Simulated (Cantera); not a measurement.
Hydrocarbon pyrolysis for carbon deposition

A perfectly stirred reactor is fed with 37.0 % CH₄, 63.0 % N₂, at 120 Pa; it is held at 1825 K, and followed from long to short residence time.

Detailed kinetics in Cantera: GRI-Mech 3.0 (53 species, 325 reactions). GRI-Mech 3.0 stops at C3 and has no aromatics, soot or wall deposition, so with more carbon than oxygen in the feed, carbon stays in small species such as C2H2 where larger ones or solid carbon would form. Radical loss at walls, strong at low pressure, is not modelled.

```tsv
τ (s)	x CH₄	x CH₂	x CH₃	x H	x H₂	x C₂H₄
1.1	0.0952	6.77e-6	0.00415	0.000679	0.296	0.00244
0.64	0.126	7.32e-6	0.00507	0.000563	0.260	0.00401
0.37	0.166	7.62e-6	0.00600	0.000433	0.214	0.00630
0.21	0.219	7.29e-6	0.00669	0.000283	0.154	0.00905
0.12	0.282	5.83e-6	0.00658	0.000139	0.0859	0.00995
0.072	0.331	3.72e-6	0.00544	5.33e-5	0.0351	0.00668
0.042	0.357	1.78e-6	0.00372	1.73e-5	0.0101	0.00247
0.024	0.366	6.90e-7	0.00224	6.68e-6	0.00272	0.000596
0.014	0.368	2.56e-7	0.00132	3.85e-6	0.000973	0.000131
0.0081	0.369	9.12e-8	0.000767	2.96e-6	0.000442	2.63e-5
```
x: mole fraction; the columns are a selection and need not sum to one.
